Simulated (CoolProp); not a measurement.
n-pentane along the isobar 0.9 MPa: density (kg/m³) from the reference equation and from simpler models built on Tc = 469.7 K, pc = 3.368 MPa, ω = 0.251; each cubic takes its own stable root.

The numbers come from the reference Helmholtz-energy equation of state, Thol 2019 in CoolProp.

| T (K) | phase | reference | ideal gas | Soave-Redlich-Kwong |
|---|---|---|---|---|
| 432.4 | gas | 20.89 | 18.06 | 20.80 |
| 451.1 | gas | 19.55 | 17.31 | 19.51 |
| 469.9 | gas | 18.42 | 16.62 | 18.40 |
| 488.7 | gas | 17.45 | 15.98 | 17.44 |
| 507.4 | gas | 16.61 | 15.39 | 16.60 |
| 526.2 | gas | 15.86 | 14.84 | 15.84 |
| 544.9 | gas | 15.18 | 14.33 | 15.17 |
| 563.7 | gas | 14.57 | 13.85 | 14.55 |
| 582.5 | gas | 14.02 | 13.41 | 13.99 |
| 601.2 | gas | 13.51 | 12.99 | 13.49 |
| 620 | gas | 13.04 | 12.60 | 13.01 |
